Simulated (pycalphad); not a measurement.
Source of the numbers: pycalphad with the COST 507 light-alloy database (1999); pressure 1 atm. The database dates from 1999; later assessments differ in places, in temperatures and in the compounds included. Phase fractions are per mole of atoms. Diffusion is slow at the low end, where real alloys seldom reach equilibrium.

Task: Give the equilibrium state of Al-0.6911Si-1.746C (wt.%) at 1600 K.

Result: liquid, fraction 0.911, with 0.74 Si, 0.02 C wt.%; AL4C3, fraction 0.089, with 0.04 Si, 25.0 C wt.%.

Task: Give the equilibrium state of Al-0.6911Si-1.746C (wt.%) at 500 K.

Result: 
```
T = 500.00 K, P = 101325 Pa, N = 1 mol of atoms
G = -17772 J/mol, H = 2105 J/mol, S = 39.75 J/(mol K)  (SER reference)
chemical potentials (J/mol): Al -15579, Si -10615, C -73517
phase             fraction      x(Al)      x(Si)       x(C)
FCC_A1              0.9113     0.9999   0.000131      1e-14
AL8SIC7             0.0878     0.5000     0.0625     0.4375
DIAMOND_A4          0.0009   1.22e-11     1.0000      1e-14
```

Database names, with the compositions (at.%) that they take in these runs: AL4C3: Al 57 C 43; AL8SIC7: Al 50 C 44 Si 6. FCC_A1 is fcc; DIAMOND_A4 is diamond (Si).
